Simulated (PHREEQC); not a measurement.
**Phosphoric acid bath**

A solution holds 0.33 mol/kgw H3PO4 and 0.00026 mol/kgw H4SiO4, at 90 °C. It is in equilibrium with CO2 at log p = -3.4 (atm). Otherwise closed; pH follows from the charge balance.

The numbers come from PHREEQC with the ion-association model, phreeqc.dat.

Precipitation was switched off in this run.

Q: Estimate the pH.

A: pH 1.48.

Q: In which forms is P present?

A: H3PO4 88 %, H2PO4- 12 % of the P.

At this temperature some constants are extrapolated from 25 °C, and those without enthalpy data are left unchanged.
